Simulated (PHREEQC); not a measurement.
Consider water at 20 °C with 0.045 mol NiSO4, 0.03 mol NaCl and 0.032 mol H2SO4 per kg of water. Closed to the air; pH follows from the charge balance.

Equilibrium calculation in PHREEQC: ion-association model, wateq4f.dat.

Task: The ionic strength comes out as 0.180 mol/kgw. What activity coefficients do Ni(SO4)2-2, Cl-, Ni+2, NaSO4-, NiCl+ get?

Result: Ni(SO4)2-2 0.32, Cl- 0.72, Ni+2 0.32, NaSO4- 0.75, NiCl+ 0.75.

This is a speciation only: nothing precipitates in the calculation. Complexes and solids missing from the database can't appear.
